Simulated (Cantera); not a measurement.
# Premixed flame

A freely propagating, adiabatic, planar premixed flame of 22.7 % H2, 16.2 % O2, 61.1 % N2, equivalence ratio 0.70, unburnt at 600 K and 750000 Pa; multicomponent transport, grid criteria slope 0.08 and curve 0.16, no radiation.

Detailed kinetics in Cantera: the H2/O2 subset of GRI-Mech 3.0, which has no nitrogen chemistry. The hydrogen kinetics of GRI-Mech 3.0 are dated; newer H2 mechanisms differ, most at raised pressure. Burning velocities carry a grid error of a few per cent, more on coarse grids.

```tsv
z (mm)	T (K)	u (m/s)	x H2	x O2	x H2O	x H	x OH	x HO2
-0.112	600	3.13	0.227	0.162	7.81e-7	<1e-8	<1e-8	1.30e-8
-0.0744	600	3.13	0.225	0.163	1.42e-5	<1e-8	<1e-8	3.22e-7
-0.0558	601	3.12	0.222	0.163	8.23e-5	<1e-8	<1e-8	2.25e-6
-0.0372	610	3.13	0.211	0.165	0.000809	<1e-8	1.38e-8	3.02e-5
-0.0186	746	3.67	0.167	0.167	0.0163	5.20e-5	6.47e-5	0.000787
-0.00929	1067	5.10	0.119	0.151	0.0606	0.00132	0.000850	0.000900
0	1453	6.84	0.0681	0.118	0.128	0.00541	0.00322	0.000499
0.00929	1721	8.07	0.0332	0.0866	0.182	0.00786	0.00727	0.000267
0.0186	1876	8.78	0.0177	0.0704	0.208	0.00701	0.0103	0.000157
0.0372	2028	9.45	0.00881	0.0612	0.226	0.00384	0.0115	7.60e-5
0.0744	2137	9.91	0.00430	0.0586	0.237	0.00129	0.00945	3.25e-5
0.149	2194	10.1	0.00174	0.0581	0.243	0.000318	0.00644	1.35e-5
0.297	2215	10.2	0.000737	0.0583	0.246	9.13e-5	0.00445	7.59e-6
```
x: mole fraction of selected species; z is measured from the peak of heat release.

| Property | Result |
|---|---|
| laminar burning velocity | 313 cm/s |
| thermal thickness | 0.0372 mm |
| peak x(H) | 0.00791 |
| peak x(OH) | 0.0116 |
| peak x(HO2) | 0.00104 |
| grid points | 113 |
